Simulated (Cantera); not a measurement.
A counterflow diffusion flame at 50000 Pa, nozzles 20 mm apart: fuel side 100 % C3H8 at 448 K, oxidiser side 20.0 % O2, 80.0 % N2 at 673 K, fuel mass flux 1.4 times the oxidiser's; mixture-averaged transport, no radiation.

Model: GRI-Mech 3.0 (53 species, 325 reactions), integrated in Cantera. GRI-Mech 3.0 was tuned for natural gas; its chemistry of propane as a main component is partial and can be far from experiment. GRI-Mech 3.0 has no aromatics or soot, which form on the fuel side of real flames. The maximum strain rate includes the flame's own expansion and is several times the mean.

x: mole fraction; the columns are a selection and need not sum to one.

```
oxidiser flux (kg/m²/s)  max strain (1/s)  mean strain (1/s)  T max (K)  peak x OH  peak x H  peak x NO  peak x CO  peak x C2H2
-----------------------  ----------------  -----------------  ---------  ---------  --------  ---------  ---------  -----------
0.12                                  223               37.5       2049    0.00841   0.00674          ?     0.0733       0.0418
0.17                                  306               53.1       2026    0.00819   0.00705          ?     0.0725       0.0396
0.23                                  402               71.9       2010    0.00804   0.00734          ?     0.0722       0.0380
0.31                                  528               96.9       1992    0.00785   0.00757          ?     0.0720       0.0362
0.42                                  695                131       1972    0.00759   0.00775          ?     0.0721       0.0341
0.57                                  919                178       1949    0.00727   0.00785          ?     0.0727       0.0317
0.78                                 1220                244       1921    0.00684   0.00782          ?     0.0739       0.0287
```

Fill in the missing entries.


- 0.12, peak x NO: 0.000267
- 0.17, peak x NO: 0.000240
- 0.23, peak x NO: 0.000218
- 0.31, peak x NO: 0.000193
- 0.42, peak x NO: 0.000166
- 0.57, peak x NO: 0.000138
- 0.78, peak x NO: 0.000108
